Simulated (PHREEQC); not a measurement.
Make-up at 85 °C: 0.002 mol H2SO4, 0.0013 mol H4SiO4 and 0.091 mol KH2PO4 per kg of water. Closed to the air; pH follows from the charge balance.

Equilibrium calculation in PHREEQC: ion-association model, phreeqc.dat.

No solid was allowed to form.

Question: Order these S species by the share of S that they hold, largest first: KSO4-, HSO4-, SO4-2.

Answer: SO4-2 (65 %), KSO4- (32 %), HSO4- (2.9 %)

The pH is 3.67 and the ionic strength 0.0920 mol/kgw. The solution is supersaturated, for example in Quartz (slow to form), Chalcedony (slow to form), so a real one may precipitate; this is no full list. Complexes and solids missing from the database can't appear. Constants without temperature data keep their 25 °C values here.
